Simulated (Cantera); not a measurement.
Equilibrium for silicon carbide growth: SiCl4 + C3H8 + H2

Input: 1 mol SiCl4, 0.084 mol C3H8, 69 mol H2, at 100 Torr.

These are equilibrium values from Cantera (NASA tables, ideal gas, pure condensed phases), not measurements of a reactor. Candidate condensed phases: C, C6H6, C7H8, C8H18, Si, SiC; 109 gas species. Mutual solubility and eutectic melting of coexisting phases are not modelled. The tables' values for SiCl, SiCl3 are old estimates; treat these amounts as uncertain. Gases not in the tables: Si2H6 and higher silanes. Equilibrium is a limit: real reactors are often held back by kinetics, nucleation or transport.

From 1773 K to 2223 K the condensed part is Si(l) + SiC(s). The main Si-bearing gas is SiCl2 throughout.

```csv
T (K),x H2,x HCl,x H,x SiCl2,n Si(l),n SiC(s)
1773,0.950,0.0432,0.000759,0.00631,0.288,0.252
1848,0.948,0.0440,0.00141,0.00591,0.312,0.252
1923,0.947,0.0446,0.00251,0.00553,0.327,0.252
1998,0.945,0.0452,0.00427,0.00519,0.328,0.251
2073,0.941,0.0455,0.00699,0.00486,0.302,0.249
2148,0.936,0.0457,0.0110,0.00454,0.227,0.244
2223,0.927,0.0456,0.0169,0.00423,0.0638,0.230
```
x: gas mole fraction; n: condensed amount in mol.
